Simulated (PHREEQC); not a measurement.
Solution (25 °C): 0.53 mol CuCl2, 0.038 mol HCl and 0.00039 mol KCl per kg of water. Closed to the air; pH follows from the charge balance.

The numbers come from PHREEQC with the ion-association model, phreeqc.dat.

No solid was allowed to form.

### Question
Order these Cl species by the share of Cl that they hold, largest first: CuCl+, Cl-, CuCl2.

### Answer
Cl- (81 %), CuCl+ (15 %), CuCl2 (3.8 %)

### Question
Order these Cu species by the share of Cu that they hold, largest first: CuCl2, CuCl+, Cu+2.

### Answer
Cu+2 (65 %), CuCl+ (31 %), CuCl2 (3.9 %)

The pH is 1.55 and the ionic strength 1.24 mol/kgw. Caution: at this ionic strength the ion-association model is outside its range; a Pitzer model would be the better tool where its parameters exist. Species that the database lacks are ignored.
